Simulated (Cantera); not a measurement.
Cantera run:

```python
import numpy as np
import cantera as ct

gas_names = """
    Electron B B+ B- BH BH2 BH3 BN B2 H H+ H- H2 H2+ H2- N N+ N- NH NH+ NH2 NH3 NH4+ N2 N2+ N2- N2H2
    N2H4
""".split()
cond_names = """
    B(b) B(L) BN(s)
""".split()


# ... load() reads the species with a 1 bar reference pressure and builds the phases ...
atoms = {
    'BN': {'B': 1, 'N': 1},
    'H2': {'H': 2},
}
top_T = {'BN(s)': 3200}  # K; cautious upper limits of use, not melting points


# ... equilibrate(T, P, feed) seeds the gas with the atoms and calls Mixture.equilibrate('TP', solver="vcs", rtol=1e-11, max_steps=5000) ...
results = []
feed = {'BN': 1, 'H2': 0.21}  # mol
P = 1333.22  # Pa
for T in [2000, 2500, 3000, 3500, 4000, 4500, 5000]:
    mix = equilibrate(T, P, feed)
    results.append((T, P, feed, dict(zip(mix.species_names, mix.species_moles))))
    x = sorted(zip(gas.X, gas.species_names), reverse=True)
    print(f"T = {T:g} K  P = {P:g} Pa  gas = {mix.phase_moles(0):.4g} mol")
    print("   x: " + "  ".join(f"{s} {v:.3e}" for v, s in x if v > 1e-05))
    print("   condensed (mol): " + ("  ".join(f"{mix.phase(i).name} {mix.phase_moles(i):.4g}"
          for i in range(1, mix.n_phases) if mix.phase_moles(i) > 1e-12) or "none"))
```

Output:

```
T = 2000 K  P = 1333.22 Pa  gas = 0.2134 mol
   x: H2 9.768e-01  H 1.392e-02  N2 8.828e-03  BH2 4.572e-04
   condensed (mol): B(b) 0.003666  BN(s) 0.9962
T = 2500 K  P = 1333.22 Pa  gas = 0.7541 mol
   x: N2 6.629e-01  H2 2.258e-01  H 1.035e-01  B 6.502e-03  BH2 8.852e-04  BN 2.345e-04  BH 1.874e-04
   condensed (mol): B(L) 0.9941
T = 3000 K  P = 1333.22 Pa  gas = 1.346 mol
   x: N2 3.690e-01  B 3.466e-01  H 2.454e-01  H2 3.220e-02  BN 4.618e-03  BH 1.408e-03  BH2 3.742e-04  B2 3.272e-04  N 7.327e-05
   condensed (mol): B(L) 0.5239
T = 3500 K  P = 1333.22 Pa  gas = 1.914 mol
   x: B 5.185e-01  N2 2.591e-01  H 2.157e-01  BN 3.501e-03  H2 1.778e-03  N 9.766e-04  BH 2.443e-04  B2 1.333e-04  B+ 5.939e-05  Electron 5.938e-05
   condensed (mol): none
T = 4000 K  P = 1333.22 Pa  gas = 1.925 mol
   x: B 5.165e-01  N2 2.546e-01  H 2.176e-01  N 7.757e-03  BN 2.373e-03  B+ 3.908e-04  Electron 3.908e-04  H2 2.485e-04  BH 5.342e-05  B2 3.668e-05
   condensed (mol): none
T = 4500 K  P = 1333.22 Pa  gas = 1.959 mol
   x: B 5.071e-01  N2 2.355e-01  H 2.143e-01  N 3.783e-02  B+ 1.709e-03  Electron 1.709e-03  BN 1.673e-03  H2 5.122e-05  BH 1.571e-05  B2 1.300e-05
   condensed (mol): none
T = 5000 K  P = 1333.22 Pa  gas = 2.056 mol
   x: B 4.798e-01  H 2.043e-01  N2 1.815e-01  N 1.223e-01  B+ 5.526e-03  Electron 5.526e-03  BN 1.101e-03  H2 1.345e-05
   condensed (mol): none
```

Cantera equilibrium calculation (NASA polynomials, part measured and part estimated; ideal gas, pure solids and liquids). Mutual solubility and eutectic melting of coexisting phases are not modelled. The tables' values for BH2 are old estimates; treat these amounts as uncertain.
